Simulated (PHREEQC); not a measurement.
Make-up at 70 °C: 0.003 mol/kgw NH4Cl, 0.0088 mol/kgw KOH and 0.013 mol/kgw NaCl. Closed to the air; pH follows from the charge balance.

All values are PHREEQC results (ion-association model, phreeqc.dat), not measurements.

```json
[
 {"quantity": "pH", "before": "10.49", "after": "8.60"},
 {"quantity": "NH4+ (mol/kgw)", "before": "1.31e-5", "after": "6.78e-6"},
 {"quantity": "SI of Sylvite (KCl)", "before": "-5.09", "after": "-8.96"},
 {"quantity": "SI of Halite (NaCl)", "before": "-5.42", "after": "-9.30"}
]
```

### Question
Which change was made?
A. NH4Cl from 0.003 to 0.0033 mol/kgw
B. diluted 100-fold with water
C. KOH from 0.0088 to 0.00792 mol/kgw
D. temperature from 70 to 45 °C
E. 0.015 mol/kgw LiOH added

### Answer
B, diluted 100-fold with water

This is a speciation only: nothing precipitates in the calculation. Away from 25 °C the constants follow the database's enthalpies or fits; those with neither stay at their 25 °C values.
